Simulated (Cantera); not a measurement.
An adiabatic, constant-pressure homogeneous reactor starts with 5.02 % C3H8, 19.3 % O2, 72.8 % N2, 2.91 % CO2, equivalence ratio 1.3, at 1525 K and 2.00 bar.

Detailed kinetics in Cantera: GRI-Mech 3.0 (53 species, 325 reactions). GRI-Mech 3.0 was tuned for natural gas; its chemistry of propane as a main component is partial and can be far from experiment.

One state of this run: T (K) = 2807; x C3H8 = <1e-12; x O2 = 0.00596; x CO2 = 0.0650; x NO = 0.00313; x C2H2 = <1e-12; x CO = 0.0935; x C2H = <1e-12. x: mole fraction; the columns are a selection and need not sum to one.

Question: Which value of t (s) does it belong to?
A) 0.000660
B) 0.000138
C) 6.00e-6
D) 2.88e-5

Answer: A, 0.000660
